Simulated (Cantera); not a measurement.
An adiabatic, constant-pressure homogeneous reactor starts with CH3OH : O2 : N2 = 1 : 1 : 3.76 (molar parts), equivalence ratio 1.5, at 1025 K and 0.336 atm. Integrator tolerance rtol = 1e-08.

Detailed kinetics in Cantera: GRI-Mech 3.0 (53 species, 325 reactions). GRI-Mech 3.0 was tuned for natural gas; its chemistry of methanol as a main component is partial and can be far from experiment.

Q: What does this change do: initial temperature 1025 to 1125 K?

A: 
```json
[
 {"quantity": "temperature at 0.300 s", "before": "1025 K", "after": "2475 K"},
 {"quantity": "equilibrium temperature", "before": "2423 K", "after": "2475 K"},
 {"quantity": "x(CH3OH) at 0.300 s", "before": "0.174 (gas-phase equilibrium <1e-12)", "after": "<1e-12 (gas-phase equilibrium <1e-12)"},
 {"quantity": "x(O2) at 0.300 s", "before": "0.174 (gas-phase equilibrium 0.000722)", "after": "0.00118 (gas-phase equilibrium 0.00118)"},
 {"quantity": "x(CH2) at 0.300 s", "before": "<1e-12 (gas-phase equilibrium <1e-12)", "after": "<1e-12 (gas-phase equilibrium <1e-12)"},
 {"quantity": "x(NO) at 0.300 s", "before": "<1e-12 (gas-phase equilibrium 0.000985)", "after": "0.00138 (gas-phase equilibrium 0.00138)"},
 {"quantity": "x(N2O) at 0.300 s", "before": "5.68e-11 (gas-phase equilibrium 2.66e-8)", "after": "3.74e-8 (gas-phase equilibrium 3.74e-8)"},
 {"quantity": "time of steepest temperature rise", "before": "not reached", "after": "87.3 ms"}
]
```
